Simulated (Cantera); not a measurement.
A freely propagating, adiabatic, planar premixed flame of 21.2 % CO, 2.08 % H₂, 17.4 % O₂, 59.3 % N₂, unburnt at 673 K and 2700 Torr; multicomponent transport, grid criteria slope 0.08 and curve 0.16, no radiation.

Computed with Cantera and GRI-Mech 3.0 (53 species, 325 reactions). The hydrogen kinetics of GRI-Mech 3.0 are dated; newer H2 mechanisms differ, most at raised pressure. Burning velocities carry a grid error of a few per cent, more on coarse grids.

Question: Predict: laminar burning velocity; thermal thickness; peak x(O).

Answer: 
| Quantity | Value |
|---|---|
| laminar burning velocity | 107 cm/s |
| thermal thickness | 0.214 mm |
| peak x(O) | 0.0112 |
